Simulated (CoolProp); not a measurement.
Vapour-liquid equilibrium of isohexane (1) + n-hexane (2) at 16.45 °C; x and y are mole fractions of (1).

Values from CoolProp's multi-fluid Helmholtz-energy mixture model, Lemmon 2006 and Thol 2019; pair parameters Bell 2016.

```
x      bubble pressure (MPa)  y at the bubble point  dew pressure at overall composition x (MPa)  liquid density (mol/L)
-----  ---------------------  ---------------------  -------------------------------------------  ----------------------
0.05                 0.01405                  0.071                                      0.01395                   7.684
0.125                0.01453                  0.173                                      0.01430                   7.678
0.2                  0.01501                  0.267                                      0.01467                   7.672
0.275                0.01548                  0.355                                      0.01505                   7.666
0.35                 0.01594                  0.437                                      0.01545                   7.661
0.425                0.01639                  0.515                                      0.01587                   7.655
0.5                  0.01683                  0.588                                      0.01630                   7.649
0.575                0.01727                  0.657                                      0.01676                   7.644
0.65                 0.01770                  0.723                                      0.01723                   7.639
0.725                0.01812                  0.786                                      0.01771                   7.634
0.8                  0.01852                  0.847                                      0.01821                   7.629
0.875                0.01893                  0.906                                      0.01872                   7.624
0.95                 0.01932                  0.963                                      0.01923                   7.619
```

No azeotrope shows between x = 0.05 and 0.95.

Pair parameters are fitted to limited data, so mixtures are less certain than the pure fluids.
